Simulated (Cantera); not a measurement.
Input: 1 mol Pb, 0.12 mol O₂, 4.5 mol N₂.

These are equilibrium values from Cantera (NASA tables, ideal gas, pure condensed phases), not measurements of a reactor. Candidate condensed phases: Pb, PbO, PbO₂, Pb₃O₄; 12 gas species. Mutual solubility and eutectic melting of coexisting phases are not modelled. Kinetics and transport are ignored.

Stable condensed phases, one row left out:

```
T in K \ P in Pa
              10      32     100     320    1000    3200   10000   32000  100000  320000 1000000
   1075        A       A       B       B       B       B       B       B       B       B       B
   1025        A       B       B       B       B       B       B       B       B       B       B
    925        B       B       B       B       B       B       B       B       B       B       B
    875        B       B       B       B       B       B       B       B       B       B       B
    825        B       B       B       B       B       B       B       B       B       B       B
    775        B       B       B       B       B       B       B       B       B       B       B
    725        B       B       B       B       B       B       B       B       B       B       B
    675        B       B       B       B       B       B       B       B       B       B       B
```

A: PbO; B: Pb + PbO.

Task: Give the row for 975 K.

Result: 10: Pb + PbO; 32: Pb + PbO; 100: Pb + PbO; 320: Pb + PbO; 1000: Pb + PbO; 3200: Pb + PbO; 10000: Pb + PbO; 32000: Pb + PbO; 100000: Pb + PbO; 320000: Pb + PbO; 1000000: Pb + PbO.
